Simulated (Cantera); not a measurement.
Feed: 1 mol TiO2, 0.64 mol CH4, 1.5 mol H2, at 1448 K and 0.100 bar.

Equilibrium computed with Cantera from the NASA thermochemical tables; the gas is ideal and each condensed phase is pure. Candidate condensed phases: C, C6H6, C7H8, C8H18, H2O, Ti, TiC, TiO, TiO2, Ti2O3, Ti3O5, Ti4O7; 113 gas species. Mutual solubility and eutectic melting of coexisting phases are not modelled. TiC: taken at fixed stoichiometry. Rates play no part.

Base state: H2 0.826, CO 0.174, H2O 0.000119, CH4 6.96e-5, H 2.65e-5, CO2 1.05e-5 (mole fractions); condensed: TiC(s) + Ti2O3(s).

**Question.** What changes in the equilibrium state with this change: TiO2 replaced by Cu2O?

**Answer.** 
| species | before | after |
|---|---|---|
| H2 | 0.826 | 0.717 |
| CO | 0.174 | 0.177 |
| H2O | 0.000119 | 0.0953 |
| CO2 | 1.05e-5 | 0.00993 |
| Cu | 0 | 3.32e-5 |
| CH4 | 6.96e-5 | 5.80e-8 |
| H | 2.65e-5 | 2.47e-5 |
| TiC(s), mol | 0.0561 | 0 |
| Ti2O3(s), mol | 0.472 | 0 |
| Cu(l), mol | 0 | 2.00 |
Further candidate phases: Cu, CuO, Cu(OH)2, Cu2O.

**Question.** What changes in the equilibrium state with this change: TiO2 replaced by Ta2O5?

**Answer.** 
| species | before | after |
|---|---|---|
| H2 | 0.826 | 0.858 |
| CO | 0.174 | 0.141 |
| H2O | 0.000119 | 0.00126 |
| CH4 | 6.96e-5 | 5.99e-6 |
| CO2 | 1.05e-5 | 8.69e-5 |
| H | 2.65e-5 | 2.70e-5 |
| TiC(s), mol | 0.0561 | 0 |
| Ti2O3(s), mol | 0.472 | 0 |
| TaC(s), mol | 0 | 0.184 |
| Ta2O5(s), mol | 0 | 0.908 |
TaC: taken at fixed stoichiometry. Condensed phases not in the tables: Ta2C. Further candidate phases: Ta, TaC, Ta2O5.

**Question.** What changes in the equilibrium state with this change: temperature from 1448 K to 2048 K?

**Answer.** 
```tsv
species	before	after
H2	0.826	0.807
CO	0.174	0.187
H	2.65e-5	0.00636
TiO	<1e-9	1.49e-5
CH4	6.96e-5	1.06e-7
H2O	0.000119	0.000338
CO2	1.05e-5	1.64e-5
TiC(s), mol	0.0561	0
Ti2O3(s), mol	0.472	0.359
TiO(l), mol	0	0.282
```
TiO: taken at fixed stoichiometry.
